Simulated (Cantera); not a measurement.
Input: 1 mol FeS, 1400 mol H2, 95 mol N2, at 5.70 mbar.

Cantera equilibrium calculation (NASA polynomials, part measured and part estimated; ideal gas, pure solids and liquids). Candidate condensed phases: Fe, FeS, FeS2, S; 16 gas species. Kinetics and transport are ignored.

Question: Which condensed phases are stable at each of these points (T (K)): 1023, 1073, 1123, 1173, 1223, 1273, 1323, 1373, 1423, 1473?

Answer: 
```csv
T (K),condensed phases,Fe condensed (%)
1023,Fe(α),100.0
1073,Fe(α),100.0
1123,Fe(α),100.0
1173,Fe(α),100.0
1223,Fe(γ),100.0
1273,Fe(γ),100.0
1323,Fe(γ),99.9
1373,Fe(γ),99.8
1423,Fe(γ),99.3
1473,Fe(γ),97.8
```

From 1023 K to 1173 K the condensed part is Fe(α). From 1223 K to 1473 K the condensed part is Fe(γ).
